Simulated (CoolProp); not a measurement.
A closed Brayton cycle with carbon dioxide: compressor inlet 312.15 K and 9.9 MPa, high pressure 27.1 MPa, turbine inlet 740 K, compressor efficiency 0.8, turbine efficiency 0.9, recuperator effectiveness 0 (on enthalpy, no pinch check). Each further row changes one setting.

The numbers come from the reference Helmholtz-energy equation of state, Span 1996 in CoolProp.

```tsv
case	thermal efficiency (%)	net work (kJ/kg)	compressor to turbine work	compressor exit (K)	turbine exit (K)
as stated	14.7	86.1	0.26	345.7	626.1
turbine inlet 690 K	14.6	76.5	0.28	345.7	580.2
compressor inlet 322.15 K	14.6	73.4	0.37	385.6	626.1
high pressure 23 MPa	12.6	75.5	0.24	339.3	644.2
recuperator effectiveness 0.5	21.0	86.1	0.26	345.7	626.1
```
